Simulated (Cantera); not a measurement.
An adiabatic, constant-pressure homogeneous reactor starts with H₂ : O₂ : N₂ : NO = 1 : 0.575 : 2.16 : 0.005 (molar parts), at 1400 K and 9.87 atm. Integrator tolerance rtol = 1e-08.

Cantera simulation using GRI-Mech 3.0 (53 species, 325 reactions); the numbers are that mechanism's predictions, not measurements. The hydrogen kinetics of GRI-Mech 3.0 are dated; newer H2 mechanisms differ, most at raised pressure.

Q: What does this change do: pressure from 9.87 atm to 6.71 atm?

A: 
| quantity | before | after |
|---|---|---|
| time of steepest temperature rise | 2.33 µs | 3.10 µs |
| temperature at 0.200 s | 2939 K | 2913 K |
| equilibrium temperature | 2939 K | 2913 K |
| x(H₂) at 0.200 s | 0.0212 (gas-phase equilibrium 0.0212) | 0.0228 (gas-phase equilibrium 0.0228) |
| x(O₂) at 0.200 s | 0.0210 (gas-phase equilibrium 0.0210) | 0.0216 (gas-phase equilibrium 0.0216) |
| x(NO) at 0.200 s | 0.0127 (gas-phase equilibrium 0.0127) | 0.0125 (gas-phase equilibrium 0.0125) |
| x(O) at 0.200 s | 0.00421 (gas-phase equilibrium 0.00421) | 0.00473 (gas-phase equilibrium 0.00473) |
| x(N₂O) at 0.200 s | 2.05e-6 (gas-phase equilibrium 2.05e-6) | 1.66e-6 (gas-phase equilibrium 1.66e-6) |
| x(NO₂) at 0.200 s | 7.67e-6 (gas-phase equilibrium 7.67e-6) | 6.42e-6 (gas-phase equilibrium 6.42e-6) |
| x(N₂) at 0.200 s | 0.646 (gas-phase equilibrium 0.646) | 0.644 (gas-phase equilibrium 0.644) |

Q: What does this change do: H2 1 to 0.39 parts?

A: 
| quantity | before | after |
|---|---|---|
| time of steepest temperature rise | 2.33 µs | 2.79 µs |
| temperature at 0.200 s | 2939 K | 2241 K |
| equilibrium temperature | 2939 K | 2241 K |
| x(H₂) at 0.200 s | 0.0212 (gas-phase equilibrium 0.0212) | 0.000173 (gas-phase equilibrium 0.000173) |
| x(O₂) at 0.200 s | 0.0210 (gas-phase equilibrium 0.0210) | 0.124 (gas-phase equilibrium 0.124) |
| x(NO) at 0.200 s | 0.0127 (gas-phase equilibrium 0.0127) | 0.0102 (gas-phase equilibrium 0.0103) |
| x(O) at 0.200 s | 0.00421 (gas-phase equilibrium 0.00421) | 0.000391 (gas-phase equilibrium 0.000390) |
| x(N₂O) at 0.200 s | 2.05e-6 (gas-phase equilibrium 2.05e-6) | 1.74e-6 (gas-phase equilibrium 1.74e-6) |
| x(NO₂) at 0.200 s | 7.67e-6 (gas-phase equilibrium 7.67e-6) | 2.99e-5 (gas-phase equilibrium 3.01e-5) |
| x(N₂) at 0.200 s | 0.646 (gas-phase equilibrium 0.646) | 0.731 (gas-phase equilibrium 0.731) |
